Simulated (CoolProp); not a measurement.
Saturated liquid density (kg/m³) of tetrahydrofuran: the reference equation beside estimates from Tc = 540.2 K, pc = 5.304 MPa, ω = 0.234. Rackett uses Z = 0.29056 − 0.08775 ω.

Computed with CoolProp (reference Helmholtz-energy equation of state, Fiedler 2023).

```
T (K)  reference  Rackett  van der Waals  Soave-Redlich-Kwong
-----  ---------  -------  -------------  -------------------
386        778.7    787.5          479.8                719.9
395.1      767.0    775.1          472.3                707.1
404.1      755.0    762.6          464.7                693.9
413.2      742.6    749.5          456.7                679.8
422.2      729.9    736.2          448.4                665.2
431.3      716.7    722.2          439.7                649.6
440.3      703.0    707.7          430.7                633.3
449.4      688.6    692.5          421.2                615.9
458.5      673.5    676.5          411.1                597.3
467.5      657.7    659.8          400.6                577.7
476.6      640.6    641.8          389.2                556.4
485.6      622.4    622.6          377.2                533.6
494.7      602.0    601.5          363.9                508.4
503.7      579.4    578.2          349.3                480.8
```

Absolute difference from the reference over all 14 rows, mean and median: Rackett 0.6 and 0.6 %, van der Waals 38.9 and 38.8 %, Soave-Redlich-Kwong 11.0 and 10.2 %.
